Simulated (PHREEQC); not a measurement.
Solution (25 °C): 0.0034 mol Cu(BF4)2, 0.0017 mol H2SO4 and 0.012 mol NaCl per kg of water. Closed to the air; pH follows from the charge balance.

All values are PHREEQC results (ion-association model, wateq4f.dat), not measurements.

| quantity | before | after |
|---|---|---|
| pH | 2.55 | 2.91 |
| ionic strength (mol/kgw) | 0.0257 | 0.0234 |
| SO4-2 (mol/kgw) | 0.00121 | 0.000128 |
| HSO4- (mol/kgw) | 0.000214 | 9.96e-6 |
| NaSO4- (mol/kgw) | 3.97e-5 | 4.32e-6 |
| SI of Halite (NaCl) | -5.56 | -5.56 |
| SI of Mirabilite (Na2SO4:10H2O) | -6.04 | -7.00 |

**Question.** What was changed between the two runs?
A. temperature from 25 to 50 °C
B. H2SO4 from 0.0017 to 0.0034 mol/kgw
C. Cu(BF4)2 left out
D. H2SO4 from 0.0017 to 0.00017 mol/kgw
E. Cu(BF4)2 replaced by KHF2 at the same molality

**Answer.** D, H2SO4 from 0.0017 to 0.00017 mol/kgw

Precipitation was switched off in this run. Real BF4- forms and hydrolyses slowly; the run takes it at equilibrium.
